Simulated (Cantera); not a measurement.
Input: 1 mol Cr, 2 mol NH3, 0.37 mol N2O, held at 1775 K and 1330 Pa.

Cantera equilibrium calculation (NASA polynomials, part measured and part estimated; ideal gas, pure solids and liquids). Candidate condensed phases: Cr, CrN, Cr2N, Cr2O3, H2O; 29 gas species. Mutual solubility and eutectic melting of coexisting phases are not modelled. Equilibrium is a limit: real reactors are often held back by kinetics, nucleation or transport.

Base state: H2 0.677, N2 0.312, Cr 0.00487, H2O 0.00391, H 0.00206, CrO 1.42e-5 (mole fractions); condensed: Cr(s) + Cr2O3(s).

Q: What changes in the equilibrium state with this change: temperature from 1775 K to 1298 K?

A: 
```tsv
species	before	after
H2	0.677	0.717
N2	0.312	0.283
H2O	0.00391	0.000199
Cr	0.00487	3.13e-7
CrO	1.42e-5	<1e-9
H	0.00206	7.86e-6
Cr(s), mol	0.743	0
Cr2O3(s), mol	0.118	0.123
Cr2N(s), mol	0	0.377
```
